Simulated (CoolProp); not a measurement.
Saturation properties of carbon dioxide (Tc = 31.0 °C, pc = 7377 kPa, ω = 0.224).

The numbers come from the reference Helmholtz-energy equation of state, Span 1996 in CoolProp.

```
T (°C)  p (kPa)  enthalpy of vaporisation (kJ/kg)  vapour Z  surface tension (mN/m)
------  -------  --------------------------------  --------  ----------------------
-30.25     1416                             304.0    0.8388                    10.5
-26.45     1606                             296.3    0.8239                    9.72
-22.75     1808                             288.5    0.8086                    8.94
-19.05     2028                             280.3    0.7923                    8.18
-15.35     2267                             271.8    0.7751                    7.43
-11.65     2526                             262.8    0.7569                    6.69
-7.85      2814                             253.0    0.7370                    5.95
-4.15      3118                             243.0    0.7164                    5.25
-0.45      3444                             232.2    0.6944                    4.57
```

Surface tension comes from a separate correlation (Mulero 2012).
